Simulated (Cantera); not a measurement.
A perfectly stirred reactor is fed with NO : N2 = 1 : 0.069 (molar parts), at 170000 Pa; it is held at 1600 K, and followed from long to short residence time.

Model: GRI-Mech 3.0 (53 species, 325 reactions), integrated in Cantera.

x: mole fraction; the columns are a selection and need not sum to one.

| τ (s) | x NO | x N2O | x NO2 | x O2 | x N2 | x O |
|---|---|---|---|---|---|---|
| 16 | 0.500 | 9.22e-5 | 0.00266 | 0.216 | 0.282 | 5.27e-6 |
| 5.1 | ___ | ___ | 0.00278 | ___ | ___ | ___ |
| 1.7 | 0.815 | 0.000247 | 0.00233 | 0.0584 | 0.124 | 2.88e-6 |
| 0.54 | 0.890 | 0.000294 | ___ | ___ | ___ | ___ |
| 0.18 | 0.919 | 0.000306 | 0.00118 | 0.00725 | 0.0723 | 1.35e-6 |
| 0.057 | 0.930 | 0.000290 | 0.000870 | 0.00201 | 0.0669 | 1.02e-6 |
| 0.019 | 0.933 | 0.000239 | 0.000622 | 0.000439 | 0.0652 | 7.66e-7 |
| 0.0061 | 0.935 | 0.000152 | 0.000316 | 4.58e-5 | 0.0647 | 4.51e-7 |

### Question
Complete the blanks.

### Answer

- 5.1, x NO: 0.681
- 5.1, x N2O: 0.000172
- 5.1, x O2: 0.125
- 5.1, x N2: 0.191
- 5.1, x O: 4.07e-6
- 0.54, x NO2: 0.00166
- 0.54, x O2: 0.0215
- 0.54, x N2: 0.0868
- 0.54, x O: 1.92e-6
